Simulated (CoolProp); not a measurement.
Vapour-liquid equilibrium of sulfur dioxide (1) + toluene (2) at 308.6 K; x and y are mole fractions of (1).

Values from CoolProp's multi-fluid Helmholtz-energy mixture model, Gao 2016 and Lemmon 2006; pair parameters Bell 2016.

### Question
Give the bubble pressure and the first vapour's composition at x = 0.65, 0.75, 0.95. Is there an azeotrope?

### Answer
x = 0.65: 3.578 bar, y = 0.993; x = 0.75: 4.110 bar, y = 0.995; x = 0.95: 5.196 bar, y = 0.999. No azeotrope shows between x = 0.05 and 0.95.

The pair parameters rest on a limited set of measurements; away from them the model extrapolates.
